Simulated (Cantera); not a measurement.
Feed: 1 mol HMDSO, 0.19 mol H2O, 24 mol N2, held at 1023.15 K.

Cantera equilibrium calculation (NASA polynomials, part measured and part estimated; ideal gas, pure solids and liquids). Candidate condensed phases: C, C6H6, C7H8, C8H18, H2O, Si, SiC, SiO2, Si2N2O, Si3N4; 151 gas species. The feed counts by its element totals alone. N2 is the only nitrogen source here; it is nearly inert below about 1500 K, so the nitride shown seldom forms there in practice. Mutual solubility and eutectic melting of coexisting phases are not modelled. Equilibrium is a limit: real reactors are often held back by kinetics, nucleation or transport.

Q: Which condensed phases are stable at each of these points (P (Pa)): 5, 15, 45, 140, 410, 1200, 3700, 11000, 33000, 100000?

A: 
| P (Pa) | condensed phases | Si condensed (%) |
|---|---|---|
| 5 | C(graphite) + Si2N2O(s) | 100.0 |
| 15 | C(graphite) + Si2N2O(s) | 100.0 |
| 45 | C(graphite) + Si2N2O(s) | 100.0 |
| 140 | C(graphite) + Si2N2O(s) | 100.0 |
| 410 | C(graphite) + Si2N2O(s) | 100.0 |
| 1200 | C(graphite) + Si2N2O(s) | 100.0 |
| 3700 | C(graphite) + SiO2(β-quartz) + Si2N2O(s) | 100.0 |
| 11000 | C(graphite) + SiO2(β-quartz) + Si2N2O(s) | 100.0 |
| 33000 | C(graphite) + SiO2(β-quartz) + Si2N2O(s) | 100.0 |
| 100000 | C(graphite) + SiO2(β-quartz) + Si2N2O(s) | 100.0 |

From 5.00 Pa to 12.0 mbar the condensed part is C(graphite) + Si2N2O(s). From 37.0 mbar to 1.00 bar the condensed part is C(graphite) + SiO2(β-quartz) + Si2N2O(s).
